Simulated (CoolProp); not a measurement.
Sulfur hexafluoride at 298.15 K and 0.796 MPa is compressed adiabatically to 3.85 MPa with isentropic efficiency 0.9. Each further row changes one setting.

The numbers come from the reference Helmholtz-energy equation of state, Guder 2009 in CoolProp.

| case | work (kJ/kg) | final temperature (K) | final density (kg/m³) |
|---|---|---|---|
| as stated | 26.6 | 357.4 | 260 |
| efficiency 1 | 23.9 | 354.7 | 266 |
| efficiency 0.65 | 36.8 | 368.2 | 240 |
